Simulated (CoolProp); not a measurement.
The numbers come from the reference Helmholtz-energy equation of state, Lemmon 2006 in CoolProp. It is a short technical equation, of lower accuracy than the large ones.

For C3F8 (R218), give the phase and the density (kg/m³), isothermal compressibility (1/MPa), viscosity (µPa s) at 342.7 K and 5710 kPa; 391.4 K and 5710 kPa.


- 342.7 K and 5710 kPa: liquid; density 1140, isothermal compressibility 0.0280, viscosity 108
- 391.4 K and 5710 kPa: supercritical; density 673, isothermal compressibility 0.215, viscosity 42.9

Viscosity comes from a separate model (Huber 2003), an estimate that may be off by 10 % or more.
